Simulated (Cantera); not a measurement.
Input: 1 mol PbCl2, 0.27 mol HCl, 3 mol H2, at 0.390 bar.

These are equilibrium values from Cantera (NASA tables, ideal gas, pure condensed phases), not measurements of a reactor. Candidate condensed phases: Pb, PbCl2; 10 gas species. The numbers say what is thermodynamically allowed, not how fast it happens.

Task: Which condensed phases are stable at each of these points (T (°C)): 1100, 1150, 1200, 1250, 1300, 1350, 1400, 1450, 1500, 1550, 1600, 1650, 1700, 1750?

Result: 
```
T (°C)  condensed phases  Pb condensed (%)
------  ----------------  ----------------
1100               Pb(l)              15.4
1150               Pb(l)               0.3
1200            gas only               0.0
1250            gas only               0.0
1300            gas only               0.0
1350            gas only               0.0
1400            gas only               0.0
1450            gas only               0.0
1500            gas only               0.0
1550            gas only               0.0
1600            gas only               0.0
1650            gas only               0.0
1700            gas only               0.0
1750            gas only               0.0
```

From 1100 °C to 1150 °C the condensed part is Pb(l). From 1200 °C to 1750 °C nothing is condensed.
